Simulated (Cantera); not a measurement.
Feed: 1 mol Si3N4, 0.54 mol N2, held at 2625 °C and 7.50 Torr.

These are equilibrium values from Cantera (NASA tables, ideal gas, pure condensed phases), not measurements of a reactor. Candidate condensed phases: Si, Si3N4; 7 gas species. The tables' values for SiN are old estimates; treat these amounts as uncertain. Kinetics and transport are ignored.

Problem. What is the equilibrium state?

Solution. 
| Property | Value |
|---|---|
| x(Si) | 0.537 |
| x(N2) | 0.459 |
| x(SiN) | 0.00219 |
| x(Si2) | 0.00205 |
| x(Si2N) | 0.000133 |
| x(N) | 4.78e-5 |
| x(Si3) | 2.70e-5 |
| gas amount | 5.521 mol |
| log10 activity of Si(l) (absent) | -1.06 |
